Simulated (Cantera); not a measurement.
Input: 1 mol HgO, 100 mol N2, held at 923 K and 0.0100 bar.

Cantera equilibrium calculation (NASA polynomials, part measured and part estimated; ideal gas, pure solids and liquids). Candidate condensed phases: Hg, HgO; 10 gas species. The numbers say what is thermodynamically allowed, not how fast it happens.

Base state: N2 0.985, Hg 0.00985, O2 0.00493 (mole fractions); condensed: gas only.

Problem. What changes in the equilibrium state with this change: HgO replaced by Hg?

Solution. 
```json
[
 {"species": "N2", "before": "0.985", "after": "0.990"},
 {"species": "Hg", "before": "0.00985", "after": "0.00990"},
 {"species": "O2", "before": "0.00493", "after": "0"}
]
```
